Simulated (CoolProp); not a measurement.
Methanol along the isotherm 346.85 °C: Z from the reference equation and from simpler models built on Tc = 240.2 °C, pc = 8.216 MPa, ω = 0.565; each cubic takes its own stable root.

Model: reference Helmholtz-energy equation of state, de Reuck 1993, in CoolProp.

```
p (MPa)          phase  reference
-------  -------------  ---------
1.87               gas     0.9613
3.73               gas     0.9208
5.6                gas     0.8799
7.47               gas     0.8403
9.34     supercritical     0.8013
11.2     supercritical     0.7624
13.1     supercritical     0.7255
14.9     supercritical     0.6933
16.8     supercritical     0.6572
18.7     supercritical     0.6220
20.5     supercritical     0.5916
```

Q: How far does each simpler model (van der Waals, Redlich-Kwong, Soave-Redlich-Kwong, Peng-Robinson) lie from the reference over these 11 states: mean and median of the absolute difference, and the worst?

A: 
- van der Waals: mean 8.2 %, median 6.8 %, worst -17.6 % at 346.85 °C and 14.9 MPa
- Redlich-Kwong: mean 5.5 %, median 5.2 %, worst -10.4 % at 346.85 °C and 14.9 MPa
- Soave-Redlich-Kwong: mean 7.3 %, median 5.3 %, worst +20.8 % at 346.85 °C and 20.5 MPa
- Peng-Robinson: mean 3.3 %, median 1.1 %, worst +13.7 % at 346.85 °C and 20.5 MPa
